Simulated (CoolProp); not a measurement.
A single-stage vapour-compression cycle with R22: evaporating at 213.15 K (dew point), condensing at 240.15 K (bubble point), superheat 5 K, subcooling 2 K, compressor efficiency 0.85, no pressure losses. Each further row changes one setting.

Computed with CoolProp (reference Helmholtz-energy equation of state, Kamei 1995).

```
case                              cooling COP  pressure ratio  discharge temperature (K)  refrigerating effect (kJ/kg)  volumetric capacity (kJ/m³)
--------------------------------  -----------  --------------  -------------------------  ----------------------------  ---------------------------
as stated                                   …            3.84                      281.9                           221                          402
evaporating temperature 218.15 K            …               …                      273.8                           224                            …
condensing temperature 235.15 K          7.56            3.08                      270.9                           227                          412
subcooling 7 K                              …            3.84                      281.9                           227                          412
superheat 15 K                           5.93            3.84                          …                           227                          393
compressor efficiency 0.75               5.34            3.84                      289.3                           221                          402
```

Q: Some entries are withheld; supply them.

A: 
- as stated, cooling COP: 6.05
- evaporating temperature 218.15 K, cooling COP: 7.76
- evaporating temperature 218.15 K, pressure ratio: 2.91
- evaporating temperature 218.15 K, volumetric capacity (kJ/m³): 527
- subcooling 7 K, cooling COP: 6.20
- superheat 15 K, discharge temperature (K): 293.1
